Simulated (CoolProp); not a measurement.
Model: reference Helmholtz-energy equation of state, Gao 2016, in CoolProp.

Task: For sulfur dioxide, give the phase and the cv (kJ/(kg K)), speed of sound (m/s), Joule-Thomson coefficient (K/MPa) at 251.85 °C and 0.754 MPa; 251.85 °C and 8.3 MPa.

Result: 
- 251.85 °C and 0.754 MPa: gas; cv 0.612, speed of sound 285, Joule-Thomson coefficient 7.52
- 251.85 °C and 8.3 MPa: supercritical; cv 0.670, speed of sound 261, Joule-Thomson coefficient 6.94
